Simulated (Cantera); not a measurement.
An isothermal, constant-pressure homogeneous reactor starts with 0.269 % H₂, 99.7 % O₂, equivalence ratio 0.0014, at 975 K and 0.00140 bar.

Cantera simulation using GRI-Mech 3.0 (53 species, 325 reactions); the numbers are that mechanism's predictions, not measurements. Radical loss at walls, strong at low pressure, is not modelled.

x: mole fraction; the columns are a selection and need not sum to one.

| t (s) | x H₂ | x O₂ | x OH | x O | x H | x H₂O |
|---|---|---|---|---|---|---|
| 4.00e-5 | 0.00269 | 0.997 | <1e-12 | <1e-12 | <1e-12 | <1e-12 |
| 0.000137 | 0.00269 | 0.997 | <1e-12 | <1e-12 | <1e-12 | <1e-12 |
| 0.000468 | 0.00269 | 0.997 | <1e-12 | <1e-12 | <1e-12 | <1e-12 |
| 0.00160 | 0.00269 | 0.997 | <1e-12 | <1e-12 | 1.34e-12 | <1e-12 |
| 0.00548 | 0.00269 | 0.997 | 5.35e-12 | 5.81e-12 | 2.28e-12 | <1e-12 |
| 0.0187 | 0.00269 | 0.997 | 2.54e-11 | 3.28e-11 | 4.20e-12 | 1.17e-11 |
| 0.0641 | 0.00269 | 0.997 | 1.74e-10 | 2.94e-10 | 1.89e-11 | 2.27e-10 |
| 0.219 | 0.00269 | 0.997 | [?] | 2.99e-8 | 1.60e-9 | 3.12e-8 |
| 0.750 | 0.000374 | 0.995 | [?] | 0.00184 | 0.000179 | 0.00208 |
| 2.56 | 3.47e-6 | 0.995 | [?] | 0.00213 | 6.01e-5 | 0.00261 |
| 8.77 | 2.39e-6 | 0.996 | [?] | 0.00146 | 3.42e-5 | 0.00264 |
| 30.0 | 9.40e-7 | 0.997 | [?] | 0.000574 | 8.47e-6 | 0.00267 |

### Question
Complete the blanks.

### Answer

- 0.219, x OH: 1.60e-8
- 0.750, x OH: 0.000302
- 2.56, x OH: 9.05e-5
- 8.77, x OH: 7.52e-5
- 30.0, x OH: 4.73e-5
